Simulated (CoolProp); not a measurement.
Vapour-liquid equilibrium of R245fa (1) + isopentane (2) at 19.25 °C; x and y are mole fractions of (1).

Computed with CoolProp (multi-fluid Helmholtz-energy mixture model, Akasaka 2015 and Lemmon 2006; pair parameters Bell 2016).

Problem. Give the bubble pressure and the first vapour's composition at x = 0.5, 0.8, 0.95. Is there an azeotrope?

Solution. x = 0.5: 1.558 bar, y = 0.646; x = 0.8: 1.554 bar, y = 0.689; x = 0.95: 1.385 bar, y = 0.832. y crosses x between x = 0.65 and 0.8: the model has an azeotrope there.

Pair parameters are fitted to limited data, so mixtures are less certain than the pure fluids. With so large a gap from Raoult's law the liquid may split in two, which this calculation doesn't test in full.
